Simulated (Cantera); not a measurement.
# Reactions in the system C-H-Ta

Standard-state values (1 bar) from the NASA 1993 polynomials, evaluated with Cantera. Values are per mole of reaction as written; species without (g) are pure solids or liquids, kept so even where they would boil at 1 bar. TaC: taken at fixed stoichiometry.

C6H6(g) + 6 Ta → 6 TaC + 3 H2(g)

| T (K) | ΔH° (kJ) | ΔS° (J/K) | ΔG° (kJ) | log10 K |
|---|---|---|---|---|
| 1048 | -915.6 | 190.4 | -1115.1 | 55.58 |
| 1098 | -914.7 | 191.1 | -1124.6 | 53.50 |
| 1148 | -914.0 | 191.8 | -1134.2 | 51.60 |
| 1198 | -913.2 | 192.4 | -1143.8 | 49.87 |
| 1248 | -912.6 | 193.0 | -1153.4 | 48.27 |
| 1298 | -911.9 | 193.5 | -1163.1 | 46.80 |
| 1348 | -911.3 | 194.0 | -1172.8 | 45.44 |
| 1398 | -910.7 | 194.4 | -1182.5 | 44.18 |
